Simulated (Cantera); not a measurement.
What does this Cantera script print?

```python
import numpy as np
import cantera as ct

gas = ct.Solution("gri30.yaml")


def delay(T, t_max=10):
    gas.TPX = T, 2100000, {'H2': 1, 'O2': 0.312, 'N2': 1.17}
    reactor = ct.IdealGasConstPressureReactor(gas, clone=False)
    net = ct.ReactorNet([reactor])
    net.rtol, net.atol = 1e-8, 1e-16
    while net.time < t_max:
        t_old, T_old = net.time, reactor.T
        net.step()
        if reactor.T > T + 400:  # ignition: a rise of 400 K
            return t_old + (T + 400 - T_old) / (reactor.T - T_old) * (net.time - t_old)
    return np.nan


taus = []
for T in [1123, 1173, 1223, 1273, 1323, 1373, 1423]:
    taus.append(delay(T))
    print(f"T0 = {T:6g} K   tau = {taus[-1]:.4e} s")
```

Result:

```
T0 =   1123 K   tau = 4.0910e-04 s
T0 =   1173 K   tau = 1.6218e-04 s
T0 =   1223 K   tau = 6.4405e-05 s
T0 =   1273 K   tau = 2.4490e-05 s
T0 =   1323 K   tau = 8.5335e-06 s
T0 =   1373 K   tau = 3.0986e-06 s
T0 =   1423 K   tau = 1.6061e-06 s
```

Detailed kinetics in Cantera: GRI-Mech 3.0 (53 species, 325 reactions). The hydrogen kinetics of GRI-Mech 3.0 are dated; newer H2 mechanisms differ, most at raised pressure. The pressure lies above the range GRI-Mech 3.0 was tuned for (to about 10 atm).
